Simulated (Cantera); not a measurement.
Charge: 1 mol Pb, 0.7 mol CO, 5.9 mol H2, at 973 K and 3.90 mbar.

Cantera equilibrium calculation (NASA polynomials, part measured and part estimated; ideal gas, pure solids and liquids). Candidate condensed phases: C, C6H6, C7H8, C8H18, H2O, Pb, PbO, PbO2, Pb3O4; 113 gas species. Equilibrium is a limit: real reactors are often held back by kinetics, nucleation or transport.

Task: What is the equilibrium state?

Result: 
| Property | Value |
|---|---|
| x(H2) | 0.892 |
| x(CO) | 0.106 |
| x(Pb) | 0.00224 |
| x(CH4) | 0.000329 |
| x(H2O) | 0.000276 |
| x(CO2) | 5.27e-5 |
| n(Pb(l)) | 0.985 mol |
| gas amount | 6.610 mol |
| log10 activity of C(graphite) (absent) | -0.08 |
| log10 activity of PbO2(s) (absent) | -23.37 |
